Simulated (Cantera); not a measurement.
An adiabatic, constant-pressure homogeneous reactor starts with H2 : O2 : N2 : H2O = 1 : 0.455 : 1.71 : 0.099 (molar parts), equivalence ratio 1.1, at 1175 K and 5.00 bar. Integrator tolerance rtol = 1e-08.

Cantera simulation using GRI-Mech 3.0 (53 species, 325 reactions); the numbers are that mechanism's predictions, not measurements. The hydrogen kinetics of GRI-Mech 3.0 are dated; newer H2 mechanisms differ, most at raised pressure.

Q: What does this change do: constant volume in place of constant pressure?

A: 
| quantity | before | after |
|---|---|---|
| time of steepest temperature rise | 56.6 µs | 55.6 µs |
| temperature at 0.100 s | 2832 K | 3048 K |
| equilibrium temperature | 2832 K | 3048 K |
| x(H2) at 0.100 s | 0.0514 (gas-phase equilibrium 0.0514) | 0.0593 (gas-phase equilibrium 0.0593) |
| x(O2) at 0.100 s | 0.00472 (gas-phase equilibrium 0.00472) | 0.00629 (gas-phase equilibrium 0.00629) |
| x(H2O) at 0.100 s | 0.318 (gas-phase equilibrium 0.318) | 0.302 (gas-phase equilibrium 0.302) |
| x(HO2) at 0.100 s | 4.74e-6 (gas-phase equilibrium 4.74e-6) | 1.06e-5 (gas-phase equilibrium 1.06e-5) |
| x(OH) at 0.100 s | 0.0167 (gas-phase equilibrium 0.0167) | 0.0231 (gas-phase equilibrium 0.0231) |
Above 3000 K some thermodynamic fits are extrapolated.
